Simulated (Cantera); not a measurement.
Input: 1 mol SiCl4, 3.8 mol HCl, 20 mol H2, held at 1450 K and 16.0 bar.

Cantera equilibrium calculation (NASA polynomials, part measured and part estimated; ideal gas, pure solids and liquids). Candidate condensed phases: Si; 19 gas species. The tables' values for SiCl3 are old estimates; treat these amounts as uncertain. Rates play no part.

Base state: H2 0.791, HCl 0.169, SiCl4 0.0256, SiHCl3 0.0103, SiCl3 0.00265, SiCl2 0.00100, SiH2Cl2 0.000643, SiH3Cl 1.17e-5 (mole fractions); condensed: gas only.

Task: What changes in the equilibrium state with this change: SiCl4 replaced by Si?

Result: 
| species | before | after |
|---|---|---|
| H2 | 0.791 | 0.915 |
| HCl | 0.169 | 0.0434 |
| SiHCl3 | 0.0103 | 0.0167 |
| SiCl4 | 0.0256 | 0.00921 |
| SiH4 | 8.64e-8 | 1.29e-5 |
| SiH3Cl | 1.17e-5 | 0.000386 |
| Si(s), mol | 0 | 0.0460 |
Gases not in the tables: Si2H6 and higher silanes.

Task: What changes in the equilibrium state with this change: HCl from 3.8 to 1.7 mol?

Result: 
```json
[
 {"species": "H2", "before": "0.791", "after": "0.854"},
 {"species": "HCl", "before": "0.169", "after": "0.102"},
 {"species": "SiCl4", "before": "0.0256", "after": "0.0209"},
 {"species": "SiHCl3", "before": "0.0103", "after": "0.0151"},
 {"species": "SiH3Cl", "before": "1.17e-5", "after": "5.50e-5"},
 {"species": "SiH2Cl2", "before": "0.000643", "after": "0.00169"},
 {"species": "SiCl2", "before": "0.00100", "after": "0.00243"}
]
```

Task: What changes in the equilibrium state with this change: pressure from 16.0 bar to 1 atm?

Result: 
```json
[
 {"species": "H2", "before": "0.791", "after": "0.777"},
 {"species": "HCl", "before": "0.169", "after": "0.183"},
 {"species": "SiCl4", "before": "0.0256", "after": "0.0175"},
 {"species": "SiHCl3", "before": "0.0103", "after": "0.00638"},
 {"species": "SiCl2", "before": "0.00100", "after": "0.00904"},
 {"species": "SiCl3", "before": "0.00265", "after": "0.00657"},
 {"species": "SiH3Cl", "before": "1.17e-5", "after": "5.95e-6"}
]
```
